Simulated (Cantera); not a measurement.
Charge: 1 mol MgO, 0.24 mol C, 0.02 mol H2, equilibrated at 2200 K and 0.00570 bar.

Cantera equilibrium calculation (NASA polynomials, part measured and part estimated; ideal gas, pure solids and liquids). Candidate condensed phases: C, C6H6, C7H8, C8H18, H2O, Mg, MgCO3, MgO, Mg(OH)2; 116 gas species. The tables' values for MgH are old estimates; treat these amounts as uncertain. The numbers say what is thermodynamically allowed, not how fast it happens.

Base state: Mg 0.481, CO 0.466, H2 0.0304, H 0.0130, CO2 0.00652, H2O 0.00224, MgOH 0.000217, OH 0.000134 (mole fractions); condensed: MgO(s).

### Question
What changes in the equilibrium state with this change: pressure from 0.00570 bar to 0.133 bar?

### Answer
```
species        before     after
-----------  --------  --------
Mg              0.481     0.479
CO              0.466     0.479
H2             0.0304    0.0380
H              0.0130   0.00301
O             4.00e-5   7.34e-8
OH           0.000134   1.33e-6
MgO          0.000129   5.50e-6
CO2           0.00652  0.000288
H2O           0.00224  0.000121
MgO(s), mol     0.755     0.760
```

### Question
What changes in the equilibrium state with this change: C from 0.24 to 0.0043 mol?

### Answer
```
species        before     after
-----------  --------  --------
H2             0.0304     0.509
Mg              0.481     0.220
CO              0.466     0.129
H2O           0.00224    0.0821
H              0.0130    0.0532
Mg(OH)2       3.77e-7   1.38e-5
OH           0.000134   0.00120
MgOH         0.000217  0.000887
O             4.00e-5   8.74e-5
MgO(s), mol     0.755     0.993
```
